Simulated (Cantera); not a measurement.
## Equilibrium for sublimation and decomposition of ceramics: AlN + N2

A closed system holds: 1 mol AlN, 0.093 mol N2, held at 0.133 bar.

Cantera equilibrium calculation (NASA polynomials, part measured and part estimated; ideal gas, pure solids and liquids). Candidate condensed phases: Al, AlN; 5 gas species. The numbers say what is thermodynamically allowed, not how fast it happens.

| T (°C) | x N2 | x Al | x Al2 | x N | n AlN(s) |
|---|---|---|---|---|---|
| 1152 | 1.00 | 8.62e-11 | <1e-12 | <1e-12 | 1.00 |
| 1302 | 1.00 | 1.44e-8 | <1e-12 | 1.03e-12 | 1.00 |
| 1452 | 1.000 | 9.80e-7 | <1e-12 | 2.49e-11 | 1.00 |
| 1602 | 1.000 | 3.35e-5 | 9.15e-11 | 3.61e-10 | 1.000 |
| 1752 | 0.999 | 0.000673 | 1.62e-8 | 3.53e-9 | 1.000 |
| 1902 | 0.991 | 0.00891 | 1.40e-6 | 2.51e-8 | 0.999 |
| 2052 | 0.913 | 0.0872 | 7.19e-5 | 1.34e-7 | 0.991 |
| 2202 | 0.373 | 0.625 | 0.00214 | 3.87e-7 | 0 |
x: gas mole fraction; n: condensed amount in mol.

From 1152 °C to 2052 °C the condensed part is AlN(s). At 2202 °C nothing is condensed.
